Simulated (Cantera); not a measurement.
Input: 1 mol Si, 6.9 mol Cl2, 4.1 mol NF3, at 550 Pa.

Equilibrium computed with Cantera from the NASA thermochemical tables; the gas is ideal and each condensed phase is pure. Candidate condensed phases: Si, Si3N4; 24 gas species. The numbers say what is thermodynamically allowed, not how fast it happens.

x: gas mole fraction; nothing condenses.

| T (°C) | x ClF | x Cl | x F | x Cl2 | x N2 | x SiF4 |
|---|---|---|---|---|---|---|
| 877 | 0.561 | 0.0162 | 0.0180 | 0.193 | 0.143 | 0.0697 |
| 927 | 0.540 | 0.0278 | 0.0312 | 0.191 | 0.141 | 0.0688 |
| 977 | 0.510 | 0.0456 | 0.0506 | 0.188 | 0.138 | 0.0675 |
| 1027 | [?] | [?] | [?] | 0.183 | 0.135 | 0.0656 |
| 1077 | 0.414 | 0.108 | 0.110 | 0.175 | 0.130 | 0.0632 |
| 1127 | 0.351 | 0.155 | 0.149 | 0.163 | 0.123 | 0.0602 |
| 1177 | 0.282 | 0.211 | 0.188 | 0.145 | 0.116 | 0.0567 |
| 1227 | 0.215 | 0.275 | 0.226 | 0.122 | 0.109 | 0.0531 |
| 1277 | [?] | [?] | [?] | [?] | 0.102 | 0.0497 |
| 1327 | 0.105 | 0.397 | 0.283 | 0.0718 | 0.0960 | 0.0468 |
| 1377 | 0.0691 | 0.444 | 0.300 | 0.0506 | 0.0913 | 0.0445 |

Problem. Some entries are withheld; supply them.

Solution. 
- 1277, x ClF: 0.154
- 1277, x Cl: 0.339
- 1277, x F: 0.258
- 1277, x Cl2: 0.0965
- 1027, x ClF: 0.468
- 1027, x Cl: 0.0716
- 1027, x F: 0.0771
